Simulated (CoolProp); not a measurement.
The numbers come from the reference Helmholtz-energy equation of state, Lemmon 2006 in CoolProp. It is a short technical equation, of lower accuracy than the large ones.

Problem. For isohexane, give the phase and the Z, fugacity coefficient at 38.95 °C and 1.63 bar.

Solution. 
- 38.95 °C and 1.63 bar: liquid; Z 0.00852, fugacity coefficient 0.293
